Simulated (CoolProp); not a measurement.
Model: reference Helmholtz-energy equation of state, Lemmon 2009, in CoolProp.

Problem. Give the vapour pressure (MPa), liquid density (kg/m³), vapour density (kg/m³), vapour viscosity (µPa s) of saturated propane at 18.75 °C.

Solution. 
```tsv
T (°C)	p (MPa)	liquid density (kg/m³)	vapour density (kg/m³)	vapour viscosity (µPa s)
18.75	0.809	502	17.5	8.05
```

Viscosity comes from a separate model (Vogel 1998).
